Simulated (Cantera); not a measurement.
An isothermal, constant-pressure homogeneous reactor starts with NO : N2 = 1 : 2.1 (molar parts), at 2050 K and 21000 Pa. Integrator tolerance rtol = 1e-08.

Detailed kinetics in Cantera: GRI-Mech 3.0 (53 species, 325 reactions).

What does this change do: pressure from 21000 Pa to 4600 Pa?


```tsv
quantity	before	after
x(NO) at 2.00 s	0.113 (gas-phase equilibrium 0.00782)	0.229 (gas-phase equilibrium 0.00781)
x(O) at 2.00 s	0.000701 (gas-phase equilibrium 0.000846)	0.00105 (gas-phase equilibrium 0.00180)
x(N2O) at 2.00 s	5.16e-6 (gas-phase equilibrium 2.07e-7)	1.89e-5 (gas-phase equilibrium 9.65e-8)
x(N2) at 2.00 s	0.782 (gas-phase equilibrium 0.834)	0.724 (gas-phase equilibrium 0.834)
x(O2) at 2.00 s	0.104 (gas-phase equilibrium 0.157)	0.0459 (gas-phase equilibrium 0.156)
x(NO2) at 2.00 s	5.80e-5 (gas-phase equilibrium 4.92e-6)	3.64e-5 (gas-phase equilibrium 2.29e-6)
```
Radical loss at walls, strong at low pressure, is not modelled.

What does this change do: temperature 2050 to 2173 K?


```csv
quantity,before,after
x(NO) at 2.00 s,0.113 (gas-phase equilibrium 0.00782),0.0163 (gas-phase equilibrium 0.0105)
x(O) at 2.00 s,0.000701 (gas-phase equilibrium 0.000846),0.00195 (gas-phase equilibrium 0.00196)
x(N2O) at 2.00 s,5.16e-6 (gas-phase equilibrium 2.07e-7),3.32e-7 (gas-phase equilibrium 2.76e-7)
x(N2) at 2.00 s,0.782 (gas-phase equilibrium 0.834),0.830 (gas-phase equilibrium 0.833)
x(O2) at 2.00 s,0.104 (gas-phase equilibrium 0.157),0.152 (gas-phase equilibrium 0.155)
x(NO2) at 2.00 s,5.80e-5 (gas-phase equilibrium 4.92e-6),8.37e-6 (gas-phase equilibrium 5.46e-6)
```

What does this change do: temperature 2050 to 1625 K?


| quantity | before | after |
|---|---|---|
| x(NO) at 2.00 s | 0.113 (gas-phase equilibrium 0.00782) | 0.319 (gas-phase equilibrium 0.00195) |
| x(O) at 2.00 s | 0.000701 (gas-phase equilibrium 0.000846) | 2.99e-6 (gas-phase equilibrium 1.71e-5) |
| x(N2O) at 2.00 s | 5.16e-6 (gas-phase equilibrium 2.07e-7) | 3.63e-5 (gas-phase equilibrium 5.46e-8) |
| x(N2) at 2.00 s | 0.782 (gas-phase equilibrium 0.834) | 0.679 (gas-phase equilibrium 0.838) |
| x(O2) at 2.00 s | 0.104 (gas-phase equilibrium 0.157) | 0.00175 (gas-phase equilibrium 0.160) |
| x(NO2) at 2.00 s | 5.80e-5 (gas-phase equilibrium 4.92e-6) | 7.39e-5 (gas-phase equilibrium 2.93e-6) |
